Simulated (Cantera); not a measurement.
A closed system holds: 1 mol Nb2O5, 8 mol H2, equilibrated at 1973 K and 1.00 Torr.

Cantera equilibrium calculation (NASA polynomials, part measured and part estimated; ideal gas, pure solids and liquids). Candidate condensed phases: H2O, Nb, NbO, NbO2, Nb2O5; 12 gas species. Condensed phases not in the tables: the oxides between NbO2 and Nb2O5. Equilibrium is a limit: real reactors are often held back by kinetics, nucleation or transport.

Base state: H2 0.841, H2O 0.122, H 0.0339, NbO2 0.00202, OH 0.000467, O 1.38e-5 (mole fractions); condensed: NbO2(s).

Problem. What changes in the equilibrium state with this change: temperature from 1973 K to 1723.15 K?

Solution. 
| species | before | after |
|---|---|---|
| H2 | 0.841 | 0.871 |
| H2O | 0.122 | 0.125 |
| H | 0.0339 | 0.00467 |
| NbO2 | 0.00202 | 1.52e-5 |
| O | 1.38e-5 | 1.56e-7 |
| OH | 0.000467 | 3.66e-5 |
| NbO2(s), mol | 1.98 | 2.00 |

Problem. What changes in the equilibrium state with this change: temperature from 1973 K to 1073.15 K?

Solution. 
```csv
species,before,after
H2,0.841,0.991
H2O,0.122,0.00909
H,0.0339,3.83e-7
NbO2,0.00202,<1e-9
OH,0.000467,<1e-9
O,1.38e-5,<1e-9
"NbO2(s), mol",1.98,0.145
"Nb2O5(s), mol",0,0.927
```
Mutual solubility and eutectic melting of coexisting phases are not modelled.

Problem. What changes in the equilibrium state with this change: temperature from 1973 K to 1198.15 K?

Solution. 
```csv
species,before,after
H2,0.841,0.979
H2O,0.122,0.0208
H,0.0339,5.17e-6
NbO2,0.00202,<1e-9
OH,0.000467,<1e-9
O,1.38e-5,<1e-9
"NbO2(s), mol",1.98,0.332
"Nb2O5(s), mol",0,0.834
```
Mutual solubility and eutectic melting of coexisting phases are not modelled.
